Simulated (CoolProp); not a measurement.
Vapour-liquid equilibrium of propane (1) + R236EA (2) at 211 kPa; x and y are mole fractions of (1).

Computed with CoolProp (multi-fluid Helmholtz-energy mixture model, Lemmon 2009 and Rui 2013; pair parameters Bell 2016).

| x | bubble temperature (K) | y at the bubble point | dew temperature at overall composition x (K) | liquid density (mol/L) |
|---|---|---|---|---|
| 0.05 | 282.2 | 0.468 | 297.4 | 9.763 |
| 0.15 | 262.8 | 0.783 | 294.3 | 10.28 |
| 0.25 | 255.3 | 0.857 | 290.9 | 10.59 |
| 0.35 | 252.6 | 0.879 | 287.2 | 10.81 |
| 0.45 | 251.8 | 0.887 | 283.0 | 11.01 |
| 0.55 | 251.5 | 0.889 | 278.3 | 11.22 |
| 0.65 | 251.2 | 0.893 | 272.6 | 11.46 |
| 0.75 | 250.8 | 0.901 | 265.6 | 11.75 |
| 0.85 | 250.1 | 0.920 | 256.1 | 12.08 |
| 0.95 | 249.4 | 0.963 | 249.5 | 12.47 |

No azeotrope shows between x = 0.05 and 0.95.

Pair parameters are fitted to limited data, so mixtures are less certain than the pure fluids. With so large a gap from Raoult's law the liquid may split in two, which this calculation doesn't test in full.
